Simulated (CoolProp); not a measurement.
Vapour-liquid equilibrium of methanol (1) + toluene (2) at 412 K; x and y are mole fractions of (1).

The numbers come from the multi-fluid Helmholtz-energy mixture model, de Reuck 1993 and Lemmon 2006; pair parameters Bell 2016 in CoolProp.

Give the bubble pressure and the first vapour's composition at x = 0.2, 0.5, 0.95. Is there an azeotrope?

x = 0.2: 0.6644 MPa, y = 0.683; x = 0.5: 0.8518 MPa, y = 0.778; x = 0.95: 1.040 MPa, y = 0.965. No azeotrope shows between x = 0.05 and 0.95.

The pair parameters rest on a limited set of measurements; away from them the model extrapolates. With so large a gap from Raoult's law the liquid may split in two, which this calculation doesn't test in full.
